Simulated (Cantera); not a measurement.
A Cantera script and what it prints.

```python
import numpy as np
import cantera as ct

gas_names = """
    N NO NO2 NO3 N2 N2O O O2 O3 Si SiN SiO SiO2 Si2 Si2N Si3
""".split()
cond_names = """
    Si(cr) Si(L) SiO2(Lqz) SiO2(hqz) SiO2(L) Si2N2O(s) Si3N4(a)
""".split()


def load(file, names, dense=False):
    # The tables refer to 1 bar. Condensed volumes are neglected.
    table = {s.name: s for s in ct.Species.list_from_file(file)}
    out = []
    for n in names:
        d = dict(table[n].input_data)
        d["thermo"] = dict(d["thermo"], **{"reference-pressure": 1e5})
        if dense:
            d["equation-of-state"] = {"model": "constant-volume", "density": "1e6 g/cm^3"}
        out.append(ct.Species.from_dict(d))
    return out


gas = ct.Solution(thermo="ideal-gas", species=load("nasa_gas.yaml", gas_names))
cond = {s.name: ct.Solution(thermo="fixed-stoichiometry", species=[s], name=s.name)
        for s in load("nasa_condensed.yaml", cond_names, dense=True)}
atoms = {
    'SiO2': {'Si': 1, 'O': 2},
    'Si': {'Si': 1},
    'N2': {'N': 2},
}
top_T = {'Si2N2O(s)': 2100, 'Si3N4(a)': 2400}  # K; cautious upper limits of use, not melting points


def equilibrate(T, P, feed):
    n = {}
    for name, mol in feed.items():
        for a, k in atoms[name].items():
            n[a] = n.get(a, 0.0) + k * mol
    gas.TPX = T, P, n
    mass = sum(n.values()) * gas.mean_molecular_weight
    gas.equilibrate("TP")
    valid = [c for c in cond.values() if c.min_temp <= T <= top_T.get(c.name, c.max_temp)]
    mix = ct.Mixture([(gas, mass / gas.mean_molecular_weight)] + [(c, 0.0) for c in valid])
    mix.T, mix.P = T, P
    mix.equilibrate("TP", solver="vcs", rtol=1e-11, max_steps=5000)
    return mix


results = []
feed = {'SiO2': 1, 'Si': 0.0017, 'N2': 0.018}  # mol
T = 1875  # K
P = 780000  # Pa
mix = equilibrate(T, P, feed)
results.append((T, P, feed, dict(zip(mix.species_names, mix.species_moles))))
print(gas.report(threshold=0.001))
for i in range(1, mix.n_phases):
    print(f"{mix.phase(i).name:16s} {mix.phase_moles(i):12.5e} mol")
```

It prints:

```
       temperature   1875 K
          pressure   7.8e+05 Pa
           density   1.402 kg/m^3
  mean mol. weight   28.021 kg/kmol
   phase of matter   gas

                          1 kg             1 kmol
                     ---------------   ---------------
          enthalpy        1.8403e+06        5.1565e+07  J
   internal energy        1.2839e+06        3.5976e+07  J
           entropy            8304.2        2.3269e+05  J/K
    Gibbs function        -1.373e+07       -3.8473e+08  J
 heat capacity c_p            1276.2             35761  J/K
 heat capacity c_v            979.52             27447  J/K

                      mass frac. Y      mole frac. X     chem. pot. / RT
                     ---------------   ---------------   ---------------
                N2           0.99935           0.99959           -24.671
     [  +15 minor]        0.00065279        0.00041492

Si(L)             0.00000e+00 mol
SiO2(L)           9.99431e-01 mol
Si2N2O(s)         1.13100e-03 mol
Si3N4(a)          0.00000e+00 mol
```

Equilibrium computed with Cantera from the NASA thermochemical tables; the gas is ideal and each condensed phase is pure. Mutual solubility and eutectic melting of coexisting phases are not modelled. The tables hold silica as quartz up to 1696 K and as liquid above; real silica turns to tridymite and cristobalite and melts near 1996 K.
